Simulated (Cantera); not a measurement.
What does this Cantera script print?

```python
import numpy as np
import cantera as ct

gas = ct.Solution("h2o2.yaml")
gas.TPX = 1100, 94000, {'H2': 1.4, 'O2': 1, 'N2': 1.2}
reactor = ct.IdealGasConstPressureReactor(gas, energy="off", clone=False)
net = ct.ReactorNet([reactor])
net.rtol, net.atol = 1e-08, 1e-18
show = ['H2', 'O2', 'HO2', 'OH', 'O', 'H2O', 'H']
times = np.geomspace(9e-06, 80, 12)

steps = ct.SolutionArray(gas, extra=["t"])
rows = []
print(f"{'t/s':>10s}{'T/K':>9s}{'P/Pa':>11s}" + "".join(f"{s:>11s}" for s in show))
for t in times:
    while net.time < t:
        t_next = net.step()
        steps.append(gas.state, t=t_next)
    rows.append([np.interp(t, steps.t, y) for y in (steps.T, steps.P, *steps(*show).X.T)])
    print(f"{t:10.3e}{rows[-1][0]:9.1f}{rows[-1][1]:11.4g}" + "".join(f"{x:11.3e}" for x in rows[-1][2:]))
rate = np.gradient(steps.T, steps.t)
print("integrator steps:", len(steps.t))
if steps.T.max() > steps.T[0] + 200:
    print(f"time of steepest temperature rise: {steps.t[rate.argmax()]:.4e} s")
gas.TPX = 1100, 94000, {'H2': 1.4, 'O2': 1, 'N2': 1.2}
gas.equilibrate("TP")
print(f"equilibrium (TP): T = {gas.T:.1f} K  " + "  ".join(f"{s} {gas[s].X[0]:.3e}" for s in show))
```

It prints:

```
       t/s      T/K       P/Pa         H2         O2        HO2         OH          O        H2O          H
 9.000e-06   1100.0    9.4e+04  3.889e-01  2.778e-01  2.039e-08  2.166e-09  4.981e-09  4.033e-08  3.091e-08
 3.854e-05   1100.0    9.4e+04  3.883e-01  2.775e-01  8.154e-05  2.085e-05  4.002e-05  4.438e-04  2.470e-04
 1.651e-04   1100.0    9.4e+04  3.671e-02  1.197e-01  2.468e-04  8.276e-05  5.779e-05  4.369e-01  9.011e-05
 7.069e-04   1100.0    9.4e+04  3.278e-02  1.179e-01  1.627e-04  8.024e-06  5.431e-06  4.419e-01  8.360e-06
 3.028e-03   1100.0    9.4e+04  2.301e-02  1.136e-01  1.452e-04  8.426e-06  4.956e-06  4.540e-01  6.325e-06
 1.297e-02   1100.0    9.4e+04  7.165e-03  1.066e-01  7.669e-05  5.494e-06  1.982e-06  4.738e-01  1.429e-06
 5.553e-02   1100.0    9.4e+04  7.872e-04  1.038e-01  1.556e-05  1.775e-06  1.398e-07  4.818e-01  5.673e-08
 2.378e-01   1100.0    9.4e+04  6.269e-05  1.035e-01  1.870e-06  5.252e-07  4.590e-09  4.827e-01  1.603e-09
 1.018e+00   1100.0    9.4e+04  3.391e-07  1.034e-01  2.511e-08  5.014e-07  1.592e-10  4.828e-01  1.085e-11
 4.362e+00   1100.0    9.4e+04  2.057e-09  1.034e-01  5.078e-09  1.273e-06  8.300e-10  4.828e-01  1.216e-12
 1.868e+01   1100.0    9.4e+04  2.054e-09  1.034e-01  5.072e-09  1.275e-06  8.333e-10  4.828e-01  1.216e-12
 8.000e+01   1100.0    9.4e+04  2.054e-09  1.034e-01  5.072e-09  1.275e-06  8.333e-10  4.828e-01  1.216e-12
integrator steps: 2272
equilibrium (TP): T = 1100.0 K  H2 2.054e-09  O2 1.034e-01  HO2 5.072e-09  OH 1.275e-06  O 8.333e-10  H2O 4.828e-01  H 1.216e-12
```

Model: the H2/O2 subset of GRI-Mech 3.0, which has no nitrogen chemistry, integrated in Cantera. The temperature is held fixed by assumption; the heat of reaction is taken as removed at once.
